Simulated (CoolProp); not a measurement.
Vapour-liquid equilibrium of R22 (1) + R123 (2) at 233.5 K; x and y are mole fractions of (1).

The numbers come from the multi-fluid Helmholtz-energy mixture model, Kamei 1995 and Younglove 1994; pair parameters Bell 2016 in CoolProp.

| x | bubble pressure, mixture model (MPa) | bubble pressure, Raoult's law (MPa) | y, mixture model | y, Raoult's law |
|---|---|---|---|---|
| 0.05 | 0.008618 | 0.008824 | 0.595 | 0.606 |
| 0.125 | ? | 0.01657 | 0.805 | 0.807 |
| 0.2 | 0.02482 | 0.02432 | ? | 0.880 |
| 0.275 | 0.03322 | 0.03207 | 0.919 | 0.917 |
| 0.35 | 0.04155 | 0.03981 | 0.942 | 0.940 |
| 0.425 | 0.04969 | 0.04756 | 0.957 | 0.956 |
| 0.5 | 0.05757 | 0.05531 | 0.967 | 0.967 |
| 0.575 | 0.06519 | 0.06305 | 0.975 | 0.975 |
| 0.65 | 0.07257 | 0.07080 | 0.981 | 0.982 |
| 0.725 | 0.07980 | 0.07855 | ? | 0.987 |
| 0.8 | 0.08699 | 0.08630 | 0.990 | 0.992 |
| 0.875 | ? | 0.09404 | 0.994 | 0.995 |
| 0.95 | 0.1017 | 0.1018 | 0.998 | 0.998 |

Problem. Fill in the missing entries.

Solution. 
- 0.125, bubble pressure, mixture model (MPa): 0.01655
- 0.2, y, mixture model: 0.881
- 0.725, y, mixture model: 0.986
- 0.875, bubble pressure, mixture model (MPa): 0.09425

The largest gap from Raoult's law is +4.5 % in bubble pressure, at x = 0.425. No azeotrope shows between x = 0.05 and 0.95.

The pair parameters rest on a limited set of measurements; away from them the model extrapolates. The gap from Raoult's law changes sign with composition, which may be real or a fault of the pair parameters; it wasn't checked against measurements.
